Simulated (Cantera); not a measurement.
**Ignition delay**

Mixture: CH3OH : O2 : N2 = 1 : 2.88 : 10.8 (molar parts), at 2180 Torr, adiabatic and at constant pressure. Ignition delay is the time to a rise of 400 K.

Cantera simulation using GRI-Mech 3.0 (53 species, 325 reactions); the numbers are that mechanism's predictions, not measurements. GRI-Mech 3.0 was tuned for natural gas; its chemistry of methanol as a main component is partial and can be far from experiment.

```tsv
T0 (K)	delay (ms)
1175	6.77
1250	2.03
1325	0.718
1400	0.295
1475	0.138
1550	0.0716
1625	0.0404
1700	0.0243
1775	0.0154
1850	0.0105
```

| Quantity | Result |
|---|---|
| apparent activation energy between 1700 and 1850 K | 150 kJ/mol |
